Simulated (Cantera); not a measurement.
A diamond (100) surface in a fixed gas of H2 with x(CH4) = 0.0098, x(H) = 0.0009, x(CH3) = 0.00037, 2300 Pa; coverages are run to steady state.

Model: the Harris–Goodwin 1993 mechanism for the reconstructed diamond (100) surface, integrated in Cantera.

θ: site fractions in the mechanism's names (c6HH fully hydrogenated, c6H* and c6*H radical sites, c6** diradical, c6HM methylated).

| T (K) | growth (µm/h) | θ c6HH | θ c6H* | θ c6*H | θ c6** | θ c6HM |
|---|---|---|---|---|---|---|
| 950 | 2.29 | 0.496 | 0.0107 | 0.254 | 0.00442 | 0.180 |
| 1025 | 2.27 | 0.508 | 0.0177 | 0.339 | 0.00834 | 0.0896 |
| 1100 | 1.23 | 0.505 | 0.0263 | 0.417 | 0.0136 | 0.0240 |
| 1175 | (withheld) | 0.475 | (withheld) | 0.461 | (withheld) | (withheld) |
| 1250 | 0.616 | 0.445 | 0.0416 | 0.485 | 0.0235 | 0.000914 |
| 1325 | 0.509 | 0.425 | 0.0484 | 0.496 | 0.0276 | 0.000184 |
| 1400 | (withheld) | 0.415 | (withheld) | 0.499 | (withheld) | (withheld) |

Task: Complete the blanks.

Result: 
- 1175, growth (µm/h): 0.696
- 1175, θ c6H*: 0.0343
- 1175, θ c6**: 0.0189
- 1175, θ c6HM: 0.00470
- 1400, growth (µm/h): 0.237
- 1400, θ c6H*: 0.0545
- 1400, θ c6**: 0.0305
- 1400, θ c6HM: 4.02e-5
